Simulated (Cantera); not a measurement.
**Thermodynamics of iron carbonyl, mercury and lead vapours, feed PbO + CO + H2**

Feed: 1 mol PbO, 2.5 mol CO, 0.35 mol H2, held at 6.50 bar.

Cantera equilibrium calculation (NASA polynomials, part measured and part estimated; ideal gas, pure solids and liquids). Candidate condensed phases: C, C6H6, C7H8, C8H18, H2O, Pb, PbO, PbO2, Pb3O4; 113 gas species. Equilibrium is a limit: real reactors are often held back by kinetics, nucleation or transport.

```json
[
 {"T (K)": "898", "x CO2": "0.704", "x CO": "0.136", "x H2O": "0.107", "x H2": "0.0481", "x Pb": "1.99e-7", "n C(graphite)": "0.710", "n Pb(l)": "1.00"},
 {"T (K)": "948", "x CO2": "0.616", "x CO": "0.233", "x H2O": "0.0875", "x H2": "0.0598", "x Pb": "7.37e-7", "n C(graphite)": "0.577", "n Pb(l)": "1.000"},
 {"T (K)": "998", "x CO2": "0.500", "x CO": "0.361", "x H2O": "0.0668", "x H2": "0.0697", "x Pb": "2.38e-6", "n C(graphite)": "0.382", "n Pb(l)": "1.000"},
 {"T (K)": "1048", "x CO2": "0.368", "x CO": "0.505", "x H2O": "0.0473", "x H2": "0.0771", "x Pb": "6.88e-6", "n C(graphite)": "0.122", "n Pb(l)": "1.000"},
 {"T (K)": "1098", "x CO2": "0.309", "x CO": "0.568", "x H2O": "0.0429", "x H2": "0.0783", "x Pb": "1.80e-5", "n C(graphite)": "0", "n Pb(l)": "1.000"},
 {"T (K)": "1148", "x CO2": "0.304", "x CO": "0.573", "x H2O": "0.0472", "x H2": "0.0752", "x Pb": "4.31e-5", "n C(graphite)": "0", "n Pb(l)": "1.000"},
 {"T (K)": "1198", "x CO2": "0.300", "x CO": "0.577", "x H2O": "0.0509", "x H2": "0.0717", "x Pb": "9.60e-5", "n C(graphite)": "0", "n Pb(l)": "1.000"},
 {"T (K)": "1248", "x CO2": "0.296", "x CO": "0.581", "x H2O": "0.0544", "x H2": "0.0684", "x Pb": "0.000200", "n C(graphite)": "0", "n Pb(l)": "0.999"},
 {"T (K)": "1298", "x CO2": "0.293", "x CO": "0.584", "x H2O": "0.0575", "x H2": "0.0652", "x Pb": "0.000393", "n C(graphite)": "0", "n Pb(l)": "0.999"},
 {"T (K)": "1348", "x CO2": "0.290", "x CO": "0.586", "x H2O": "0.0604", "x H2": "0.0623", "x Pb": "0.000735", "n C(graphite)": "0", "n Pb(l)": "0.998"},
 {"T (K)": "1398", "x CO2": "0.287", "x CO": "0.589", "x H2O": "0.0630", "x H2": "0.0597", "x Pb": "0.00131", "n C(graphite)": "0", "n Pb(l)": "0.996"},
 {"T (K)": "1448", "x CO2": "0.285", "x CO": "0.590", "x H2O": "0.0654", "x H2": "0.0572", "x Pb": "0.00225", "n C(graphite)": "0", "n Pb(l)": "0.994"},
 {"T (K)": "1498", "x CO2": "0.282", "x CO": "0.592", "x H2O": "0.0675", "x H2": "0.0549", "x Pb": "0.00371", "n C(graphite)": "0", "n Pb(l)": "0.989"},
 {"T (K)": "1548", "x CO2": "0.279", "x CO": "0.593", "x H2O": "0.0693", "x H2": "0.0527", "x Pb": "0.00592", "n C(graphite)": "0", "n Pb(l)": "0.983"}
]
```
x: gas mole fraction; n: condensed amount in mol.

From 898 K to 1048 K the condensed part is C(graphite) + Pb(l). From 1098 K to 1548 K the condensed part is Pb(l). The main Pb-bearing gas is Pb throughout.
